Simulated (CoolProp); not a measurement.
p-xylene at 323.45 K and 14.8 MPa flows at 0.058 m/s in a round tube of 2 mm bore and 0.25 µm roughness, fully developed (64/Re and Nu = 3.66 if laminar; Colebrook and Gnielinski if turbulent). Each further row changes one setting.

The numbers come from the reference Helmholtz-energy equation of state, Zhou 2012 in CoolProp.

| case | Reynolds number | Darcy friction factor | pressure drop (Pa/m) | heat-transfer coefficient (W/(m² K)) | mass flow (kg/h) |
|---|---|---|---|---|---|
| as stated | … | 0.335 | … | 229 | … |
| velocity 0.116 m/s | 382 | 0.167 | … | 229 | … |
| diameter 4 mm | 382 | 0.167 | … | … | … |

Q: Fill in the missing entries.

A: 
- as stated, Reynolds number: 191
- as stated, pressure drop (Pa/m): 238
- as stated, mass flow (kg/h): 0.555
- velocity 0.116 m/s, pressure drop (Pa/m): 477
- velocity 0.116 m/s, mass flow (kg/h): 1.11
- diameter 4 mm, pressure drop (Pa/m): 59.6
- diameter 4 mm, heat-transfer coefficient (W/(m² K)): 115
- diameter 4 mm, mass flow (kg/h): 2.22

Viscosity comes from a separate model (Balogun 2015). Thermal conductivity comes from a separate model (Mylona 2014).
